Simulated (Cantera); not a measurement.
Input: 1 mol TiO2, 0.68 mol MgCl2, 2.3 mol O2, equilibrated at 898 K and 195 Torr.

These are equilibrium values from Cantera (NASA tables, ideal gas, pure condensed phases), not measurements of a reactor. Candidate condensed phases: Mg, MgCl2, MgO, MgTiO3, MgTi2O5, Mg2TiO4, Ti, TiCl2, TiCl3, TiCl4, TiO, TiO2, Ti2O3, Ti3O5, Ti4O7; 20 gas species. Condensed phases not in the tables: TiOCl, alloys, solid solutions and most ternary compounds. Equilibrium is a limit: real reactors are often held back by kinetics, nucleation or transport.

Base state: O2 0.742, Cl2 0.258, Cl 7.09e-5 (mole fractions); condensed: MgTiO3(s) + MgTi2O5(s).

### Question
What changes in the equilibrium state with this change: MgCl2 from 0.68 to 1.5 mol?

### Answer
```
species           before    after
---------------  -------  -------
O2                 0.742    0.508
Cl2                0.258    0.492
Cl               7.09e-5  9.80e-5
MgTiO3(s), mol     0.360    0.500
MgTi2O5(s), mol    0.320        0
Mg2TiO4(s), mol        0    0.500
```

### Question
What changes in the equilibrium state with this change: pressure from 195 Torr to 0.233 Torr?

### Answer
```csv
species,before,after
O2,0.742,0.742
Cl2,0.258,0.256
Cl,7.09e-5,0.00205
"MgTiO3(s), mol",0.360,0.360
"MgTi2O5(s), mol",0.320,0.320
```
